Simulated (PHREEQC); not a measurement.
1 kg of water holding 0.027 mol KCl and 0.019 mol NaCl is evaporated at 25 °C; the solids stay in contact with the brine. CO2 from the air is kept out. Solids allowed: Halite, Sylvite. Others were left out.

The numbers come from PHREEQC with the Pitzer model, pitzer.dat.

Predict ionic strength at water left (kg) = 0.375, 0.007426.


```
water left (kg)  ionic strength
---------------  --------------
0.375                     0.123
0.007426                   5.84
```
